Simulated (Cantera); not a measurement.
Input: 1 mol Hg, 0.033 mol O2, 9.1 mol H2, equilibrated at 852 °C and 750 Torr.

Equilibrium computed with Cantera from the NASA thermochemical tables; the gas is ideal and each condensed phase is pure. Candidate condensed phases: H2O, Hg, HgO; 10 gas species. The numbers say what is thermodynamically allowed, not how fast it happens.

Base state: H2 0.894, Hg 0.0990, H2O 0.00653 (mole fractions); condensed: gas only.

Problem. What changes in the equilibrium state with this change: Hg replaced by HgO?

Solution. 
```tsv
species	before	after
H2	0.894	0.795
H2O	0.00653	0.106
Hg	0.0990	0.0990
```
